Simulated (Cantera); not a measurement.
# Equilibrium for silicon epitaxy and polysilicon growth: SiH4 + HCl + H2

A closed system holds: 1 mol SiH4, 0.24 mol HCl, 110 mol H2, at 1273 K and 750 Torr.

These are equilibrium values from Cantera (NASA tables, ideal gas, pure condensed phases), not measurements of a reactor. Candidate condensed phases: Si; 19 gas species. Rates play no part.

```json
{
 "x(H2)": "0.998",
 "x(HCl)": "0.00210",
 "x(SiCl2)": "1.14e-5",
 "x(SiH2Cl2)": "3.29e-6",
 "x(SiH3Cl)": "2.41e-6",
 "x(SiHCl3)": "1.25e-6",
 "n(Si(s))": "0.998 mol",
 "gas_amount": "112.2 mol"
}
```
